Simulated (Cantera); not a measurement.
A freely propagating, adiabatic, planar premixed flame of 7.41 % CH₄, 20.6 % O₂, 72.0 % N₂, equivalence ratio 0.72, unburnt at 550 K and 400000 Pa; mixture-averaged transport, grid criteria slope 0.08 and curve 0.16, no radiation.

Detailed kinetics in Cantera: GRI-Mech 3.0 (53 species, 325 reactions). Burning velocities carry a grid error of a few per cent, more on coarse grids.

### Question
Predict: laminar burning velocity; thermal thickness; peak x(C₂H); peak x(O).

### Answer
```json
{
 "laminar_burning_velocity": "48.8 cm/s",
 "thermal_thickness": "0.147 mm",
 "peak x(C₂H)": "4.13e-8",
 "peak x(O)": "0.00209"
}
```
